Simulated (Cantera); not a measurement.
A perfectly stirred reactor is fed with C2H6 : N2 = 1 : 22 (molar parts), at 0.00326 atm; it is held at 1000 K, and followed from long to short residence time.

Model: GRI-Mech 3.0 (53 species, 325 reactions), integrated in Cantera. GRI-Mech 3.0 stops at C3 and has no aromatics, soot or wall deposition, so with more carbon than oxygen in the feed, carbon stays in small species such as C2H2 where larger ones or solid carbon would form. Radical loss at walls, strong at low pressure, is not modelled.

Task: What does this change do: temperature 1000 to 1825 K?

Result: 
```csv
quantity,before,after
x(C2H6) at τ = 2.10 s,0.0424,1.35e-5
x(C2H4) at τ = 2.10 s,0.000966,8.84e-5
x(HCN) at τ = 2.10 s,<1e-12,0.000423
x(CH4) at τ = 2.10 s,5.84e-5,0.00213
x(CH3) at τ = 2.10 s,2.95e-6,0.000685
x(C2H6) at τ = 40.0 ms,0.0435,0.000617
x(C2H4) at τ = 40.0 ms,2.52e-7,0.00273
x(HCN) at τ = 40.0 ms,<1e-12,5.89e-5
x(CH4) at τ = 40.0 ms,7.96e-8,0.00848
x(CH3) at τ = 40.0 ms,2.17e-7,0.00514
```
